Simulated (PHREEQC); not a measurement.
PHREEQC input (ion-association model, wateq4f.dat):

```
SOLUTION_MASTER_SPECIES
  An  An-  0  An  62.0  # stands for a non-complexing anion
SOLUTION_SPECIES
  An- = An-
    -log_k 0
    -gamma 3.0 0
PHASES
  Fix_H+
    H+ = H+
    -log_k 0
SOLUTION 1
  temp 25
  units mmol/kgw
  pH 7 charge
  Cl 0.00088
  Zn 0.00019
  Mn(2) 0.00025
  Na 50
  An 50
END
SELECTED_OUTPUT 1
  -reset false
  -pH true
  -pe true
  -ionic_strength true
  -water true
  -totals Cl Mn Na Zn Mn(2) Mn(3) Mn(6) Mn(7)
  -molalities Hfo_wOH Hfo_wOH2+ Hfo_wO- Hfo_sOH Hfo_sOH2+ Hfo_sO- Hfo_sOZn+ Hfo_wOZn+ Hfo_sOMn+ Hfo_wOMn+
  -saturation_indices Pyrochroite Zn(OH)2-a Zn5(OH)8Cl2 Halite
USER_PUNCH 1
  -headings sigma psi
  10 PUNCH EDL("sigma", "Hfo"), EDL("psi", "Hfo")
PRINT
  -reset false
USE solution 1
SURFACE 1
  Hfo_wOH 4.49438e-05 600 0.02
  Hfo_sOH 1.1236e-06
EQUILIBRIUM_PHASES 1
  Fix_H+ -3 HAn 10
    -force_equality true
END
# ... the last block is repeated for the other 16 points of pH, with NaOH or the acid as the point needs
```

Selected output (columns that matter, 17 of 17 rows; pH added in front):

```
pH	mu	Mn	Na	Zn	m_Hfo_wOH	m_Hfo_wOH2+	m_Hfo_wO-	m_Hfo_sOH	si_Pyrochroite	si_Zn(OH)2-a	si_Zn5(OH)8Cl2	si_Halite	sigma	psi
3	0.051196	2.5e-07	0.05	1.9e-07	1.6132e-06	4.3329e-05	1.3759e-09	4.0329e-08	-16.123	-13.492	-62.001	-9.1145	0.35712	0.16924
3.38	0.050511	2.5e-07	0.05	1.9e-07	3.4442e-06	4.1493e-05	6.5495e-09	8.6106e-08	-15.361	-12.73	-58.953	-9.1136	0.34194	0.16736
3.75	0.050229	2.5e-07	0.05	1.9e-07	6.4613e-06	3.8458e-05	2.4869e-08	1.6153e-07	-14.621	-11.99	-55.989	-9.1132	0.31677	0.16359
4.12	0.050108	2.5e-07	0.05	1.8999e-07	1.0661e-05	3.4207e-05	7.6114e-08	2.6652e-07	-13.88	-11.25	-53.028	-9.1131	0.28131	0.15757
4.5	0.050053	2.5e-07	0.05	1.8997e-07	1.565e-05	2.9101e-05	1.9282e-07	3.9125e-07	-13.12	-10.49	-49.987	-9.113	0.23826	0.14911
4.88	0.050029	2.4999e-07	0.05	1.8984e-07	2.0583e-05	2.3955e-05	4.0516e-07	5.1451e-07	-12.36	-9.7298	-46.949	-9.113	0.1941	0.13867
5.25	0.050017	2.4996e-07	0.05	1.8927e-07	2.4796e-05	1.9422e-05	7.2521e-07	6.195e-07	-11.62	-8.9911	-43.995	-9.1129	0.15411	0.12695
5.62	0.050012	2.4983e-07	0.05	1.8682e-07	2.8168e-05	1.5611e-05	1.1644e-06	7.022e-07	-10.88	-8.2568	-41.064	-9.1129	0.11909	0.11395
6	0.050008	2.4922e-07	0.05	1.763e-07	3.0712e-05	1.2502e-05	1.7284e-06	7.5832e-07	-10.122	-7.5222	-38.15	-9.1129	0.088891	0.099401
6.38	0.050006	2.4651e-07	0.05	1.4065e-07	3.2428e-05	1.0137e-05	2.3765e-06	7.742e-07	-9.3663	-6.8607	-35.603	-9.1129	0.064317	0.083707
6.75	0.050004	2.3574e-07	0.05	7.6142e-08	3.3471e-05	8.4184e-06	3.0487e-06	7.4563e-07	-8.6457	-6.3881	-33.98	-9.1129	0.045171	0.067405
7.12	0.050003	1.9848e-07	0.05	2.5718e-08	3.4066e-05	7.1491e-06	3.7187e-06	6.9577e-07	-7.9805	-6.122	-33.389	-9.1129	0.029883	0.050169
7.5	0.050001	1.1577e-07	0.05	6.5263e-09	3.4371e-05	6.1744e-06	4.3832e-06	6.284e-07	-7.4547	-5.9647	-33.363	-9.1129	0.017221	0.031684
7.88	0.050001	3.9442e-08	0.050001	1.5338e-09	3.4478e-05	5.424e-06	5.0208e-06	5.7208e-07	-7.1626	-5.8571	-33.585	-9.1129	0.0065049	0.012614
8.25	0.050003	9.5821e-09	0.050003	3.9432e-10	3.4458e-05	4.8232e-06	5.6395e-06	5.4974e-07	-7.0378	-5.7874	-33.977	-9.1129	-0.0032109	-0.0062733
8.62	0.050007	2.0604e-09	0.050008	1.4529e-10	3.4326e-05	4.2653e-06	6.3285e-06	5.4216e-07	-6.9669	-5.7294	-34.426	-9.1129	-0.013332	-0.025101
9	0.050015	4.224e-10	0.050016	9.7178e-11	3.403e-05	3.6788e-06	7.2113e-06	5.363e-07	-6.8989	-5.6641	-34.86	-9.1128	-0.025318	-0.044003
```

The oxide is taken as insoluble; below pH 4 it would dissolve.
